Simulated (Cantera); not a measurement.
A closed system holds: 1 mol Cu2O, 3.9 mol CH4, 2.6 mol CO, held at 623 Torr.

Cantera equilibrium calculation (NASA polynomials, part measured and part estimated; ideal gas, pure solids and liquids). Candidate condensed phases: C, C6H6, C7H8, C8H18, Cu, CuO, Cu(OH)2, Cu2O, H2O; 113 gas species. The numbers say what is thermodynamically allowed, not how fast it happens.

Problem. Which condensed phases are stable at each of these points (T (°C)): 1552, 1627, 1702, 1777, 1852, 1927, 2002, 2077, 2152, 2227, 2302?

Solution. 
| T (°C) | condensed phases | Cu condensed (%) |
|---|---|---|
| 1552 | C(graphite) + Cu(l) | 99.5 |
| 1627 | C(graphite) + Cu(l) | 98.9 |
| 1702 | C(graphite) + Cu(l) | 97.6 |
| 1777 | C(graphite) + Cu(l) | 95.3 |
| 1852 | C(graphite) + Cu(l) | 90.9 |
| 1927 | C(graphite) + Cu(l) | 83.3 |
| 2002 | C(graphite) + Cu(l) | 70.2 |
| 2077 | C(graphite) + Cu(l) | 48.1 |
| 2152 | C(graphite) + Cu(l) | 10.2 |
| 2227 | C(graphite) | 0.0 |
| 2302 | C(graphite) | 0.0 |

From 1552 °C to 2152 °C the condensed part is C(graphite) + Cu(l). From 2227 °C to 2302 °C the condensed part is C(graphite).
